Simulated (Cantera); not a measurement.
Feed: 1 mol Fe3O4, 0.057 mol HCl, a varied amount of O2, at 1500 K and 13300 Pa.

Equilibrium computed with Cantera from the NASA thermochemical tables; the gas is ideal and each condensed phase is pure. Candidate condensed phases: Fe, FeCl2, FeCl3, FeO, Fe(OH)2, Fe(OH)3, Fe2O3, Fe3O4, H2O; 22 gas species. Mutual solubility and eutectic melting of coexisting phases are not modelled. Kinetics and transport are ignored.

### Question
At 0.029 mol O2, list the 6 most abundant gas species with their mole fractions, and the condensed phases.

### Answer
HCl 0.675, H2O 0.142, FeCl2 0.111, O2 0.0398, Cl 0.0136, FeCl3 0.0116. Condensed: Fe2O3(s) + Fe3O4(s).
